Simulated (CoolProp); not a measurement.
A simple Rankine cycle with n-heptane: condensing at 296.15 K, boiler at 0.237 MPa, turbine inlet 405.4 K, turbine efficiency 0.65, pump efficiency 0.7, no recuperator. Each further row changes one setting.

Model: reference Helmholtz-energy equation of state, Span 2003, in CoolProp. It is a short technical equation, of lower accuracy than the large ones.

```tsv
case	thermal efficiency (%)	net work (kJ/kg)	heat in (kJ/kg)	turbine exit temperature (K)	volume ratio over the turbine
as stated	13.0	73.1	561	363.7	42.5
turbine inlet 425.4 K	12.8	77.5	606	384.1	…
condensing temperature 288.15 K	…	80.7	…	359.7	…
boiler pressure 0.166 MPa	11.9	67.4	564	368.6	29.2
turbine efficiency 0.55	11.0	61.7	561	369.5	43.1
```

Task: Some entries are withheld; supply them.

Result: 
- turbine inlet 425.4 K, volume ratio over the turbine: 42.0
- condensing temperature 288.15 K, thermal efficiency (%): 14.0
- condensing temperature 288.15 K, heat in (kJ/kg): 578
- condensing temperature 288.15 K, volume ratio over the turbine: 63.9
